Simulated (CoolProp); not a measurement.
Acetone along the isobar 6.11 MPa: Z from the reference equation and from simpler models built on Tc = 235.0 °C, pc = 4.692 MPa, ω = 0.307; each cubic takes its own stable root.

Values from CoolProp's reference Helmholtz-energy equation of state, Lemmon 2006. It is a short technical equation, of lower accuracy than the large ones.

| T (°C) | phase | reference |
|---|---|---|
| 205.45 | liquid | 0.1663 |
| 213.35 | liquid | 0.1697 |
| 221.25 | liquid | 0.1743 |
| 229.25 | liquid | 0.1810 |
| 237.15 | supercritical | 0.1912 |
| 245.05 | supercritical | 0.2107 |
| 253.05 | supercritical | 0.2699 |
| 260.95 | supercritical | 0.3884 |
| 268.95 | supercritical | 0.4685 |
| 276.85 | supercritical | 0.5231 |

**Question.** How far does each simpler model (van der Waals, Redlich-Kwong, Soave-Redlich-Kwong, Peng-Robinson) lie from the reference over these 10 states: mean and median of the absolute difference, and the worst?

**Answer.** 
- van der Waals: mean 48.5 %, median 63.4 %, worst +79.7 % at 205.45 °C and 6.11 MPa
- Redlich-Kwong: mean 26.9 %, median 39.3 %, worst +41.9 % at 237.15 °C and 6.11 MPa
- Soave-Redlich-Kwong: mean 31.1 %, median 36.3 %, worst +45.0 % at 245.05 °C and 6.11 MPa
- Peng-Robinson: mean 19.9 %, median 22.2 %, worst +32.8 % at 245.05 °C and 6.11 MPa
